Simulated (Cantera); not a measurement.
A Cantera script and what it prints.

```python
import numpy as np
import cantera as ct

gas_names = """
    CL CL2 H HCL H2 N NH NH2 NH3 N2 N2H2 N2H4 Si SiCL SiCL2 SiCL3 SiCL4 SiH SiHCL3 SiH2 SiH2CL2 SiH3
    SiH3CL SiH4 SiN Si2 Si2N Si3
""".split()
cond_names = """
    NH4CL(a) NH4CL(b) Si(cr) Si(L) Si3N4(a)
""".split()


# ... load() reads the species with a 1 bar reference pressure and builds the phases ...
atoms = {
    'Si': {'Si': 1},
    'HCl': {'H': 1, 'CL': 1},
    'N2': {'N': 2},
}
top_T = {'Si3N4(a)': 2400}  # K; cautious upper limits of use, not melting points


# ... equilibrate(T, P, feed) seeds the gas with the atoms and calls Mixture.equilibrate('TP', solver="vcs", rtol=1e-11, max_steps=5000) ...
results = []
T = 1700  # K
P = 31  # Pa
for m in [2.2, 2.8, 3.4, 4, 4.6, 5.2, 5.8, 6.4, 7, 7.6, 8.2, 8.8, 9.4]:
    feed = {'Si': 1, 'HCl': m, 'N2': 31}  # mol
    mix = equilibrate(T, P, feed)
    results.append((T, P, feed, dict(zip(mix.species_names, mix.species_moles))))

top = {s: max(r[3][s] / sum(r[3][g] for g in gas_names) for r in results) for s in gas_names}
cols = sorted((s for s in top if top[s] > 1e-06), key=lambda s: -top[s])[:5]
seen = [c for c in cond_names if any(r[3].get(c, 0) > 1e-12 for r in results)]
print("log10 of partial pressures in bar; condensed amounts in mol")
print(f"{'n(HCl)':>10s}" + "".join(f"{s[:9]:>10s}" for s in cols + seen))
for T, P, feed, n in results:
    ng = sum(n[g] for g in gas_names)
    print(f"{feed['HCl']:10.4g}" + "".join(f"{np.log10(max(n[s] / ng * P / 1e5, 1e-99)):10.3f}" for s in cols)
          + "".join(f"{n.get(c, 0):10.4g}" for c in seen))
```

Output:

```
log10 of partial pressures in bar; condensed amounts in mol
    n(HCl)        N2       HCL        H2     SiCL2        CL     Si(L)
       2.2    -3.540    -5.377    -5.101    -5.099    -6.768   0.04877
       2.8    -3.547    -5.117    -5.057    -5.057    -6.530         0
       3.4    -3.555    -4.908    -5.051    -5.055    -6.324         0
         4    -3.562    -4.766    -5.051    -5.060    -6.182         0
       4.6    -3.570    -4.662    -5.052    -5.067    -6.076         0
       5.2    -3.577    -4.580    -5.054    -5.074    -5.993         0
       5.8    -3.584    -4.513    -5.056    -5.081    -5.925         0
       6.4    -3.591    -4.456    -5.058    -5.089    -5.868         0
         7    -3.598    -4.408    -5.060    -5.096    -5.819         0
       7.6    -3.605    -4.366    -5.062    -5.103    -5.775         0
       8.2    -3.612    -4.328    -5.065    -5.110    -5.737         0
       8.8    -3.619    -4.295    -5.067    -5.117    -5.703         0
       9.4    -3.625    -4.265    -5.068    -5.124    -5.672         0
```

Cantera equilibrium calculation (NASA polynomials, part measured and part estimated; ideal gas, pure solids and liquids). The tables' values for SiCl, SiCl3, SiN are old estimates; treat these amounts as uncertain.
